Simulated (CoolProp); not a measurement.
1-butene along the isotherm 343.6 K: fugacity coefficient from the reference equation and from simpler models built on Tc = 419.3 K, pc = 4006 kPa, ω = 0.192; each cubic takes its own stable root.

Computed with CoolProp (reference Helmholtz-energy equation of state, Lemmon 2005). It is a short technical equation, of lower accuracy than the large ones.

```
p (kPa)   phase  reference  Soave-Redlich-Kwong  Peng-Robinson
-------  ------  ---------  -------------------  -------------
5010     liquid          ?               0.1960              ?
10000    liquid     0.1132               0.1193         0.1122
15000    liquid    0.08998              0.09607        0.08843
20000    liquid    0.08024              0.08660        0.07813
25000    liquid    0.07612              0.08295        0.07339
30000    liquid    0.07506              0.08250        0.07162
35100    liquid          ?              0.08423              ?
40100    liquid          ?              0.08755        0.07325
```

Problem. Fill in the missing entries.

Solution. 
- 5010, reference: 0.1887
- 5010, Peng-Robinson: 0.1884
- 35100, reference: 0.07600
- 35100, Peng-Robinson: 0.07175
- 40100, reference: 0.07842
